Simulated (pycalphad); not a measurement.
## Effect of Si content in Al-Fe-Si-Mn

Computed with pycalphad from the COST 507 light-alloy database (1999), at 1 atm. The database dates from 1999; later assessments differ in places, in temperatures and in the compounds included. Not assessed as a whole: an extrapolation from subsystems, which can miss ternary compounds. Amounts are mole fractions of atoms.

```tsv
alloy	liquidus (°C)	first solid	solidus (°C)	phases at 302 °C
Al-0.5351Fe-0.09315Si-0.5669Mn (wt.%)	657	FCC_A1	649	FCC_A1 0.96, AL6MN 0.03, ALMNSI_ALPHA 0.01, ALFESI_BETA under 0.01
Al-0.5351Fe-0.1863Si-0.5669Mn (wt.%)	657	FCC_A1	643	FCC_A1 0.96, AL6MN 0.02, ALMNSI_ALPHA 0.01, ALFESI_BETA under 0.01
Al-0.5349Fe-1.117Si-0.5666Mn (wt.%)	651	FCC_A1	613	FCC_A1 0.96, ALFESI_BETA 0.02, ALMNSI_ALPHA 0.02, DIAMOND_A4 0.01
```

Database names, with the compositions (at.%) that they take in these runs: AL6MN: Al 86 Fe 7 Mn 6; ALMNSI_ALPHA: Al 70-72 Mn 17 Si 11-13; ALFESI_BETA: Al 70 Fe 15 Si 15. FCC_A1 is fcc; DIAMOND_A4 is diamond (Si).
